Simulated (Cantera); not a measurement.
A Cantera script and what it prints.

```python
import numpy as np
import cantera as ct

gas_names = """
    CL CLO CL2 Cs CsCL CsO CsOH Cs2 Cs2CL2 Cs2O Cs2O2H2 H HCL HOCL HO2 H2 H2O H2O2 O OH O2 O3
""".split()
cond_names = """
    Cs(cr) Cs(L) CsCL(a) CsCL(b) CsCL(L) CsOH(a) CsOH(b) CsOH(c) CsOH(L) H2O(s) H2O(L)
""".split()


def load(file, names, dense=False):
    # The tables refer to 1 bar. Condensed volumes are neglected.
    table = {s.name: s for s in ct.Species.list_from_file(file)}
    out = []
    for n in names:
        d = dict(table[n].input_data)
        d["thermo"] = dict(d["thermo"], **{"reference-pressure": 1e5})
        if dense:
            d["equation-of-state"] = {"model": "constant-volume", "density": "1e6 g/cm^3"}
        out.append(ct.Species.from_dict(d))
    return out


gas = ct.Solution(thermo="ideal-gas", species=load("nasa_gas.yaml", gas_names))
cond = {s.name: ct.Solution(thermo="fixed-stoichiometry", species=[s], name=s.name)
        for s in load("nasa_condensed.yaml", cond_names, dense=True)}
atoms = {
    'CsCl': {'Cs': 1, 'CL': 1},
    'H2O': {'H': 2, 'O': 1},
    'H2': {'H': 2},
}
top_T = {}  # K; cautious upper limits of use, not melting points


def equilibrate(T, P, feed):
    n = {}
    for name, mol in feed.items():
        for a, k in atoms[name].items():
            n[a] = n.get(a, 0.0) + k * mol
    gas.TPX = T, P, n
    mass = sum(n.values()) * gas.mean_molecular_weight
    gas.equilibrate("TP")
    valid = [c for c in cond.values() if c.min_temp <= T <= top_T.get(c.name, c.max_temp)]
    mix = ct.Mixture([(gas, mass / gas.mean_molecular_weight)] + [(c, 0.0) for c in valid])
    mix.T, mix.P = T, P
    mix.equilibrate("TP", solver="vcs", rtol=1e-11, max_steps=5000)
    return mix


results = []
feed = {'CsCl': 1, 'H2O': 0.13, 'H2': 1.5}  # mol
T = 2100  # K
P = 4200  # Pa
mix = equilibrate(T, P, feed)
results.append((T, P, feed, dict(zip(mix.species_names, mix.species_moles))))
x = sorted(zip(gas.X, gas.species_names), reverse=True)
print(f"T = {T:g} K  P = {P:g} Pa  gas = {mix.phase_moles(0):.4g} mol")
print("   x: " + "  ".join(f"{s} {v:.3e}" for v, s in x if v > 1e-05))
print("   condensed (mol): " + ("  ".join(f"{mix.phase(i).name} {mix.phase_moles(i):.4g}"
      for i in range(1, mix.n_phases) if mix.phase_moles(i) > 1e-12) or "none"))
```

Output:

```
T = 2100 K  P = 4200 Pa  gas = 2.671 mol
   x: H2 5.465e-01  CsCL 3.540e-01  H2O 4.760e-02  HCL 1.994e-02  Cs 1.929e-02  H 1.124e-02  CsOH 9.459e-04  CL 3.017e-04  OH 1.166e-04  Cs2CL2 7.462e-05
   condensed (mol): none
```

Method: chemical equilibrium by Gibbs-energy minimisation in Cantera with the NASA 1993 tables (ideal gas, pure condensed phases).
